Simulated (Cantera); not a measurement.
Feed: 1 mol Ti(OiPr)4, 4.6 mol O2, held at 1200 °C.

Equilibrium computed with Cantera from the NASA thermochemical tables; the gas is ideal and each condensed phase is pure. Candidate condensed phases: C, C6H6, C7H8, C8H18, H2O, Ti, TiC, TiO, TiO2, Ti2O3, Ti3O5, Ti4O7; 113 gas species. The feed counts by its element totals alone. Mutual solubility and eutectic melting of coexisting phases are not modelled. TiC: taken at fixed stoichiometry. Equilibrium is a limit: real reactors are often held back by kinetics, nucleation or transport.

Q: At 13000 Pa, list the 4 most abundant gas species with their mole fractions, and the condensed phases.

A: H2 0.541, CO 0.459, H2O 0.000131, CH4 5.74e-5. Condensed: TiC(s) + Ti2O3(s).
